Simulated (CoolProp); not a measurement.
A simple Rankine cycle with n-perfluoropentane: condensing at 327.15 K, boiler at 1.46 MPa, turbine inlet 443.4 K, turbine efficiency 0.8, pump efficiency 0.7, no recuperator. Each further row changes one setting.

Model: reference Helmholtz-energy equation of state, Gao 2022, in CoolProp.

```
case                             thermal efficiency (%)  net work (kJ/kg)  heat in (kJ/kg)  turbine exit temperature (K)  volume ratio over the turbine
-------------------------------  ----------------------  ----------------  ---------------  ----------------------------  -----------------------------
as stated                                           8.3              15.0              181                         416.7                           7.45
turbine inlet 463.4 K                               8.0              16.1              203                         437.6                           7.11
condensing temperature 319.15 K                     9.1              17.2              190                         414.0                           9.59
boiler pressure 1.02 MPa                            6.9              12.8              186                         423.7                           4.80
turbine efficiency 0.7                              7.2              12.9              181                         418.8                           7.50
```
